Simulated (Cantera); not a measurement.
Charge: 1 mol BF3, 0.21 mol H2O, 6.2 mol N2, held at 120 Pa.

Equilibrium computed with Cantera from the NASA thermochemical tables; the gas is ideal and each condensed phase is pure. Candidate condensed phases: B, BN, B2O3, B3O3H3, H2O; 62 gas species. The tables' values for BF2 are old estimates; treat these amounts as uncertain. Equilibrium is a limit: real reactors are often held back by kinetics, nucleation or transport.

x: gas mole fraction; nothing condenses.

```
T (K)   x N2  x BF3    x HF     x BOF    x B3O3F3     x H2O
-----  -----  -----  ------  --------  ----------  --------
925    0.830  0.112  0.0437  0.000290  (withheld)   0.00628
1125   0.821  0.107  0.0511    0.0156  (withheld)   0.00215
1325   0.814  0.104  0.0549    0.0274  (withheld)  0.000103
1525   0.814  0.104  0.0551    0.0275  (withheld)   6.45e-6
1725   0.814  0.104  0.0551    0.0275  (withheld)   7.66e-7
1925   0.813  0.103  0.0551    0.0275      <1e-12   1.42e-7
2125   0.812  0.101  0.0548    0.0275      <1e-12   3.68e-8
```

### Question
Fill in the missing entries.

### Answer

- 925, x B3O3F3: 0.00718
- 1125, x B3O3F3: 0.00323
- 1325, x B3O3F3: 2.55e-6
- 1525, x B3O3F3: 3.98e-9
- 1725, x B3O3F3: 2.86e-11
